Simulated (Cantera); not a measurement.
An isothermal, constant-pressure homogeneous reactor starts with NO : N2 = 1 : 0.91 (molar parts), at 1873 K and 1900 Pa. Integrator tolerance rtol = 1e-08.

Model: GRI-Mech 3.0 (53 species, 325 reactions), integrated in Cantera. Radical loss at walls, strong at low pressure, is not modelled.

What does this change do: NO 1 to 0.25 parts?


```json
[
 {"quantity": "x(NO) at 8.00 s", "before": "0.460 (gas-phase equilibrium 0.00567)", "after": "0.203 (gas-phase equilibrium 0.00399)"},
 {"quantity": "x(N2) at 8.00 s", "before": "0.508 (gas-phase equilibrium 0.735)", "after": "0.791 (gas-phase equilibrium 0.890)"},
 {"quantity": "x(O) at 8.00 s", "before": "0.000368 (gas-phase equilibrium 0.000877)", "after": "0.000182 (gas-phase equilibrium 0.000560)"},
 {"quantity": "x(N2O) at 8.00 s", "before": "6.97e-5 (gas-phase equilibrium 4.30e-8)", "after": "1.54e-5 (gas-phase equilibrium 3.33e-8)"},
 {"quantity": "x(O2) at 8.00 s", "before": "0.0312 (gas-phase equilibrium 0.258)", "after": "0.00632 (gas-phase equilibrium 0.105)"}
]
```
